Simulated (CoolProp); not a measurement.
Vapour pressure (MPa) of oxygen: the reference equation beside estimates from Tc = -118.6 °C, pc = 5.046 MPa, ω = 0.022. Clausius-Clapeyron is anchored at -155.95 °C with a constant enthalpy of vaporisation of 5.713 kJ/mol.

Model: reference Helmholtz-energy equation of state, Schmidt 1985, in CoolProp.

```
T (°C)   reference  Lee-Kesler  Clausius-Clapeyron  van der Waals  Redlich-Kwong  Soave-Redlich-Kwong  Peng-Robinson
-------  ---------  ----------  ------------------  -------------  -------------  -------------------  -------------
-161.85     0.5937      0.5940              0.6345          1.166         0.5567               0.5950         0.5963
-158.95     0.7182      0.7187              0.7422          1.324         0.6838               0.7213         0.7211
-155.95     0.8658      0.8666              0.8658          1.501         0.8356               0.8713         0.8694
-153.05      1.028       1.029              0.9974          1.686          1.003                1.037          1.033
-150.15      1.212       1.212               1.141          1.886          1.193                1.223          1.217
-147.15      1.425       1.425               1.304          2.107          1.414                1.440          1.432
-144.25      1.655       1.655               1.474          2.336          1.653                1.675          1.664
-141.25      1.920       1.919               1.664          2.588          1.928                1.945          1.932
-138.35      2.204       2.202               1.861          2.848          2.222                2.233          2.218
-135.35      2.529       2.525               2.080          3.132          2.555                2.562          2.545
-132.45      2.874       2.870               2.305          3.424          2.908                2.911          2.893
-129.55      3.252       3.248               2.544          3.731          3.292                3.291          3.274
```

Absolute difference from the reference over all 12 rows, mean and median: Lee-Kesler 0.1 and 0.1 %, Clausius-Clapeyron 10.6 and 9.7 %, van der Waals 48.7 and 44.5 %, Redlich-Kwong 2.0 and 1.2 %, Soave-Redlich-Kwong 1.0 and 1.1 %, Peng-Robinson 0.5 and 0.5 %.
